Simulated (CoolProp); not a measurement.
A Linde-Hampson liquefier for CF4 (R14): isothermal reversible compression at 280 K from 1 atm to 30 MPa, throttling to 1 atm, return gas leaving the recuperator 5 K below the feed. Each further row changes one setting.

Model: reference Helmholtz-energy equation of state, Platzer 1990, in CoolProp. This equation is an older, rougher fit; its heat capacities, sound speeds and derivatives of the liquid may be far off and weren't checked against measurements.

```tsv
case	liquid yield per pass	compression work (kJ/kg of gas)
as stated	0.334	131
warm-end temperature 310 K	0.259	152
warm-end gap 10 K	0.323	131
```
